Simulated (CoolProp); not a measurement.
C2F6 (R116) along the isobar 42.7 bar: density (kg/m³) from the reference equation and from simpler models built on Tc = 293.0 K, pc = 30.48 bar, ω = 0.257; each cubic takes its own stable root.

Computed with CoolProp (reference Helmholtz-energy equation of state, Lemmon 2006). It is a short technical equation, of lower accuracy than the large ones.

| T (K) | phase | reference |
|---|---|---|
| 284.9 | liquid | 1105 |
| 296.6 | supercritical | 955.0 |
| 308.2 | supercritical | 641.4 |
| 319.9 | supercritical | 416.7 |
| 331.6 | supercritical | 339.9 |
| 343.3 | supercritical | 297.4 |
| 354.9 | supercritical | 268.9 |
| 366.6 | supercritical | 247.4 |
| 378.3 | supercritical | 230.5 |
| 390 | supercritical | 216.6 |
| 401.6 | supercritical | 205.0 |
| 413.3 | supercritical | 195.0 |
| 425 | supercritical | 186.2 |

Task: How far does each simpler model (van der Waals, Redlich-Kwong, Soave-Redlich-Kwong) lie from the reference over these 13 states: mean and median of the absolute difference, and the worst?

Result: 
- van der Waals: mean 12.5 %, median 9.2 %, worst -30.4 % at 284.9 K and 42.7 bar
- Redlich-Kwong: mean 6.2 %, median 5.2 %, worst -13.3 % at 296.6 K and 42.7 bar
- Soave-Redlich-Kwong: mean 4.3 %, median 1.7 %, worst -14.5 % at 296.6 K and 42.7 bar
